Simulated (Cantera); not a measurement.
A Cantera script and what it prints.

```python
import numpy as np
import cantera as ct

gas_names = """
    B BH BH2 BH3 BN BO BO2 B2 B2O B2O2 B2O3 B3O3H3 H HBO HBO2 HNO HNO2 HNO3 HO2 H2 H2O H2O2 H3B3O6 N NH
    NH2 NH3 NH2OH NO NO2 NO3 N2 N2H2 N2H4 N2O O OH O2 O3
""".split()
cond_names = """
    B(b) B(L) BN(s) B2O3(L) B3O3H3(cr) H2O(s) H2O(L)
""".split()


# ... load() reads the species with a 1 bar reference pressure and builds the phases ...
atoms = {
    'BN': {'B': 1, 'N': 1},
    'H2O': {'H': 2, 'O': 1},
    'N2': {'N': 2},
}
top_T = {'BN(s)': 3200}  # K; cautious upper limits of use, not melting points


# ... equilibrate(T, P, feed) seeds the gas with the atoms and calls Mixture.equilibrate('TP', solver="vcs", rtol=1e-11, max_steps=5000) ...
results = []
feed = {'BN': 1, 'H2O': 24, 'N2': 19}  # mol
T = 1925  # K
P = 10000  # Pa
mix = equilibrate(T, P, feed)
results.append((T, P, feed, dict(zip(mix.species_names, mix.species_moles))))
print(gas.report(threshold=0.001))
for i in range(1, mix.n_phases):
    print(f"{mix.phase(i).name:16s} {mix.phase_moles(i):12.5e} mol")
```

It prints:

```
       temperature   1925 K
          pressure   10000 Pa
           density   0.014039 kg/m^3
  mean mol. weight   22.47 kg/kmol
   phase of matter   gas

                          1 kg             1 kmol
                     ---------------   ---------------
          enthalpy       -3.1504e+06       -7.0791e+07  J
   internal energy       -3.8627e+06       -8.6796e+07  J
           entropy             12624        2.8367e+05  J/K
    Gibbs function       -2.7452e+07       -6.1685e+08  J
 heat capacity c_p            1972.3             44318  J/K
 heat capacity c_v            1602.2             36003  J/K

                      mass frac. Y      mole frac. X     chem. pot. / RT
                     ---------------   ---------------   ---------------
              HBO2          0.043828          0.022477           -76.832
                H2         0.0030809           0.03434           -25.033
               H2O           0.39992           0.49883           -45.411
                N2           0.55206           0.44281            -29.93
     [  +35 minor]         0.0011129         0.0015408

B(b)              0.00000e+00 mol
BN(s)             0.00000e+00 mol
B2O3(L)           0.00000e+00 mol
B3O3H3(cr)        0.00000e+00 mol
```

Method: chemical equilibrium by Gibbs-energy minimisation in Cantera with the NASA 1993 tables (ideal gas, pure condensed phases).
